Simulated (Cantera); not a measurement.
C2H2 + H2 + N2 (carbon deposition, reforming and gasification)

Charge: 1 mol C2H2, 0.41 mol H2, 0.34 mol N2, held at 27.0 Pa.

Method: chemical equilibrium by Gibbs-energy minimisation in Cantera with the NASA 1993 tables (ideal gas, pure condensed phases). Candidate condensed phases: C, C6H6, C7H8, C8H18; 92 gas species. Rates play no part.

From 2548 K to 2798 K the condensed part is C(graphite). The main C-bearing gas is C3 throughout. The share of C in condensed phases is highest at 2548 K (95.4 %) and lowest at 2798 K (22.5 %).

```
T (K)  log p H  log p H2  log p N2  log p C3  log p C  log p CN  log p C2  log p HCN  n C(graphite)
-----  -------  --------  --------  --------  -------  --------  --------  ---------  -------------
2548     -3.71     -4.41     -4.50     -5.99    -6.50     -6.07     -7.02      -5.55           1.91
2573     -3.70     -4.47     -4.51     -5.82    -6.36     -5.99     -6.85      -5.57           1.89
2598     -3.69     -4.54     -4.53     -5.67    -6.22     -5.91     -6.69      -5.58           1.86
2623     -3.68     -4.62     -4.54     -5.51    -6.08     -5.83     -6.54      -5.60           1.82
2648     -3.68     -4.69     -4.55     -5.36    -5.94     -5.76     -6.38      -5.62           1.76
2673     -3.67     -4.77     -4.56     -5.21    -5.81     -5.68     -6.23      -5.64           1.69
2698     -3.67     -4.85     -4.57     -5.07    -5.68     -5.61     -6.09      -5.66           1.58
2723     -3.68     -4.94     -4.59     -4.92    -5.56     -5.54     -5.94      -5.69           1.43
2748     -3.68     -5.03     -4.60     -4.78    -5.43     -5.48     -5.80      -5.72           1.21
2773     -3.69     -5.13     -4.63     -4.65    -5.31     -5.41     -5.66      -5.76          0.899
2798     -3.71     -5.24     -4.66     -4.51    -5.19     -5.36     -5.52      -5.81          0.449
```
log p: log10 of the partial pressure in bar; n: condensed amount in mol.
